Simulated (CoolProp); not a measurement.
Vapour-liquid equilibrium of R152A (1) + R113 (2) at 320.3 K; x and y are mole fractions of (1).

Model: multi-fluid Helmholtz-energy mixture model, Outcalt 1996 and Marx 1992; pair parameters Bell 2016, in CoolProp.

```json
[
 {"x": "0.05", "bubble pressure, mixture model (MPa)": "0.1869", "bubble pressure, Raoult's law (MPa)": "0.1497", "y, mixture model": "0.473", "y, Raoult's law": "0.366"},
 {"x": "0.125", "bubble pressure, mixture model (MPa)": "0.3061", "bubble pressure, Raoult's law (MPa)": "0.2243", "y, mixture model": "0.688", "y, Raoult's law": "0.610"},
 {"x": "0.2", "bubble pressure, mixture model (MPa)": "0.4108", "bubble pressure, Raoult's law (MPa)": "0.2990", "y, mixture model": "0.775", "y, Raoult's law": "0.733"},
 {"x": "0.275", "bubble pressure, mixture model (MPa)": "0.5016", "bubble pressure, Raoult's law (MPa)": "0.3737", "y, mixture model": "0.823", "y, Raoult's law": "0.806"},
 {"x": "0.35", "bubble pressure, mixture model (MPa)": "0.5799", "bubble pressure, Raoult's law (MPa)": "0.4484", "y, mixture model": "0.854", "y, Raoult's law": "0.855"},
 {"x": "0.425", "bubble pressure, mixture model (MPa)": "0.6480", "bubble pressure, Raoult's law (MPa)": "0.5231", "y, mixture model": "0.876", "y, Raoult's law": "0.890"},
 {"x": "0.5", "bubble pressure, mixture model (MPa)": "0.7083", "bubble pressure, Raoult's law (MPa)": "0.5978", "y, mixture model": "0.893", "y, Raoult's law": "0.916"},
 {"x": "0.575", "bubble pressure, mixture model (MPa)": "0.7637", "bubble pressure, Raoult's law (MPa)": "0.6724", "y, mixture model": "0.907", "y, Raoult's law": "0.937"},
 {"x": "0.65", "bubble pressure, mixture model (MPa)": "0.8166", "bubble pressure, Raoult's law (MPa)": "0.7471", "y, mixture model": "0.921", "y, Raoult's law": "0.953"},
 {"x": "0.725", "bubble pressure, mixture model (MPa)": "0.8694", "bubble pressure, Raoult's law (MPa)": "0.8218", "y, mixture model": "0.935", "y, Raoult's law": "0.967"},
 {"x": "0.8", "bubble pressure, mixture model (MPa)": "0.9245", "bubble pressure, Raoult's law (MPa)": "0.8965", "y, mixture model": "0.949", "y, Raoult's law": "0.978"},
 {"x": "0.875", "bubble pressure, mixture model (MPa)": "0.9836", "bubble pressure, Raoult's law (MPa)": "0.9712", "y, mixture model": "0.966", "y, Raoult's law": "0.987"},
 {"x": "0.95", "bubble pressure, mixture model (MPa)": "1.049", "bubble pressure, Raoult's law (MPa)": "1.046", "y, mixture model": "0.985", "y, Raoult's law": "0.995"}
]
```

The largest gap from Raoult's law is +37.4 % in bubble pressure, at x = 0.2. No azeotrope shows between x = 0.05 and 0.95.

The pair parameters rest on a limited set of measurements; away from them the model extrapolates.
